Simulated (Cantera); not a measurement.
## Equilibrium for silicon oxide and oxynitride deposition: Si₂H₆ + H₂O + H₂

Charge: 1 mol Si₂H₆, 10 mol H₂O, 0.3 mol H₂, held at 13.3 mbar.

These are equilibrium values from Cantera (NASA tables, ideal gas, pure condensed phases), not measurements of a reactor. Candidate condensed phases: H₂O, Si, SiO₂; 18 gas species. The feed counts by its element totals alone. The tables hold silica as quartz up to 1696 K and as liquid above; real silica turns to tridymite and cristobalite and melts near 1996 K. Kinetics and transport are ignored.

```tsv
T (K)	log p H₂	log p H₂O	log p H	log p OH	log p SiO	n SiO₂(α-quartz)	n SiO₂(β-quartz)	n SiO₂(condensed)
500	-2.14	-2.22	<-13	<-13	<-13	2.00	0	0
600	-2.14	-2.22	<-13	<-13	<-13	2.00	0	0
700	-2.14	-2.22	<-13	<-13	<-13	2.00	0	0
800	-2.14	-2.22	-12.61	<-13	<-13	2.00	0	0
900	-2.14	-2.22	-11.00	<-13	<-13	0	2.00	0
1000	-2.14	-2.22	-9.71	-12.45	<-13	0	2.00	0
1100	-2.14	-2.22	-8.66	-11.09	<-13	0	2.00	0
1200	-2.14	-2.22	-7.77	-9.96	-13.42	0	2.00	0
1300	-2.14	-2.22	-7.02	-8.99	-11.59	0	2.00	0
1400	-2.14	-2.22	-6.38	-8.17	-10.03	0	2.00	0
1500	-2.14	-2.22	-5.82	-7.45	-8.68	0	2.00	0
1600	-2.14	-2.22	-5.33	-6.82	-7.51	0	2.00	0
1700	-2.14	-2.22	-4.90	-6.27	-6.47	0	0	2.00
```
log p: log10 of the partial pressure in bar; n: condensed amount in mol.

From 500 K to 800 K the condensed part is SiO₂(α-quartz). From 900 K to 1600 K the condensed part is SiO₂(β-quartz). At 1700 K the condensed part is SiO₂(condensed).
